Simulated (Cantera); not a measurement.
A perfectly stirred reactor is fed with CH3OH : O2 : N2 : H2O = 0.0069 : 0.0082 : 1 : 0.0053 (molar parts), at 5180 Torr; it is held at 1300 K, and followed from long to short residence time.

Model: GRI-Mech 3.0 (53 species, 325 reactions), integrated in Cantera. GRI-Mech 3.0 was tuned for natural gas; its chemistry of methanol as a main component is partial and can be far from experiment.

One state of this run: x CH3OH = 1.19e-5; x O2 = 0.000338; x C2H2 = 2.54e-8; x H2O = 0.0165; x C2H4 = 2.18e-8. x: mole fraction; the columns are a selection and need not sum to one.

Task: Which value of τ (s) does it belong to?
(A) 4.9
(B) 0.011
(C) 0.12
(D) 0.036

Result: B, 0.011
